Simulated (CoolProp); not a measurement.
Vapour-liquid equilibrium of propane (1) + neopentane (2) at 266.4 K; x and y are mole fractions of (1).

Model: multi-fluid Helmholtz-energy mixture model, Lemmon 2009 and Lemmon 2006; pair parameters Bell 2016, in CoolProp.

### Question
Give the bubble pressure and the first vapour's composition at x = 0.125, 0.725, 0.875. Is there an azeotrope?

### Answer
x = 0.125: 73.95 kPa, y = 0.353; x = 0.725: 253.9 kPa, y = 0.957; x = 0.875: 327.2 kPa, y = 0.988. No azeotrope shows between x = 0.05 and 0.95.

Pair parameters are fitted to limited data, so mixtures are less certain than the pure fluids.
